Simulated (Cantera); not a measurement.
A Cantera script and what it prints.

```python
import numpy as np
import cantera as ct

gas_names = [...]  # 118 gases of nasa_gas.yaml made of C, Cl, F, H
cond_names = """
    C(gr) C6H6(L) C7H8(L) C8H18(L),n-octa
""".split()


# ... load() reads the species with a 1 bar reference pressure and builds the phases ...
atoms = {
    'C2F6': {'C': 2, 'F': 6},
    'HCl': {'H': 1, 'CL': 1},
    'CH4': {'C': 1, 'H': 4},
}
top_T = {'C(gr)': 4500}  # K; cautious upper limits of use, not melting points


# ... equilibrate(T, P, feed) seeds the gas with the atoms and calls Mixture.equilibrate('TP', solver="vcs", rtol=1e-11, max_steps=5000) ...
results = []
feed = {'C2F6': 1, 'HCl': 0.013, 'CH4': 0.65}  # mol
T = 2000  # K
P = 1.6  # Pa
mix = equilibrate(T, P, feed)
results.append((T, P, feed, dict(zip(mix.species_names, mix.species_moles))))
print(gas.report(threshold=1e-05))
for i in range(1, mix.n_phases):
    print(f"{mix.phase(i).name:16s} {mix.phase_moles(i):12.5e} mol")
```

It prints:

```
       temperature   2000 K
          pressure   1.6 Pa
           density   1.9871e-06 kg/m^3
  mean mol. weight   20.652 kg/kmol
   phase of matter   gas

                          1 kg             1 kmol
                     ---------------   ---------------
          enthalpy       -2.0555e+06       -4.2452e+07  J
   internal energy       -2.8607e+06        -5.908e+07  J
           entropy             15410        3.1826e+05  J/K
    Gibbs function       -3.2876e+07       -6.7897e+08  J
 heat capacity c_p            1363.6             28163  J/K
 heat capacity c_v            961.05             19848  J/K

                      mass frac. Y      mole frac. X     chem. pot. / RT
                     ---------------   ---------------   ---------------
                CF         0.0035433         0.0023599           -31.575
               CF2          0.087515          0.036142           -60.384
               CF3         0.0002265        6.7787e-05           -89.193
               CF4        0.00071654        0.00016815              -118
                CL         0.0038453         0.0022402            -32.55
                 F           0.46778            0.5085           -28.809
                 H        2.9382e-06        6.0198e-05            -24.08
                HF           0.43636           0.45045           -52.889
     [ +110 minor]        7.3417e-06        5.2836e-06

C(gr)             2.42527e+00 mol
```

Cantera equilibrium calculation (NASA polynomials, part measured and part estimated; ideal gas, pure solids and liquids). The feed counts by its element totals alone.
